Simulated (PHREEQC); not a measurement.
Model water analysis in mg/L, 25 °C, pH 6.4, pe 12.8:

| constituent | mg/L |
|---|---|
| Na | 0.00666 |
| K | 7.03e-07 |
| Ca | 0.0182 |
| Mg | 0.00148 |
| Cl | 0.0136 |
| S(6) as SO4 | 0.015 |
| Alkalinity as HCO3 | 0.0395 |
| Br | 0.000611 |
| B | 0.000124 |
| Zn | 3.25e-05 |
| Li | 0.000242 |
| Pb | 0.00666 |
| F | 2.51e-05 |

Cl is adjusted to close the charge balance.
Valence states are taken as typed.

Equilibrium calculation in PHREEQC: ion-association model, wateq4f.dat.

Each row changes one thing in this solution. Precipitation was switched off in this run.

```json
[
 {"case": "as made", "ionic strength (mol/kgw)": "2.52e-6", "HCO3- (mol/kgw)": "1.02e-6", "CO2 (mol/kgw)": "9.11e-7", "Pb+2 (mol/kgw)": "3.06e-8", "PbOH+ (mol/kgw)": "1.49e-9", "CO3-2 (mol/kgw)": "1.21e-10", "SI of Pb(OH)2 (Pb(OH)2)": "-2.87", "SI of Cerrusite (PbCO3)": "-4.31"},
 {"case": "all concentrations times 3 at the same typed pH", "ionic strength (mol/kgw)": "6.76e-6", "HCO3- (mol/kgw)": "2.30e-6", "CO2 (mol/kgw)": "2.05e-6", "Pb+2 (mol/kgw)": "9.15e-8", "PbOH+ (mol/kgw)": "4.44e-9", "CO3-2 (mol/kgw)": "2.74e-10", "SI of Pb(OH)2 (Pb(OH)2)": "-2.39", "SI of Cerrusite (PbCO3)": "-3.48"},
 {"case": "pH from 6.4 to 6.1 at the same alkalinity", "ionic strength (mol/kgw)": "2.92e-6", "HCO3- (mol/kgw)": "1.43e-6", "CO2 (mol/kgw)": "2.55e-6", "Pb+2 (mol/kgw)": "3.13e-8", "PbOH+ (mol/kgw)": "7.64e-10", "CO3-2 (mol/kgw)": "8.49e-11", "SI of Pb(OH)2 (Pb(OH)2)": "-3.46", "SI of Cerrusite (PbCO3)": "-4.45"}
]
```

Real BF4- forms and hydrolyses slowly; the run takes it at equilibrium.
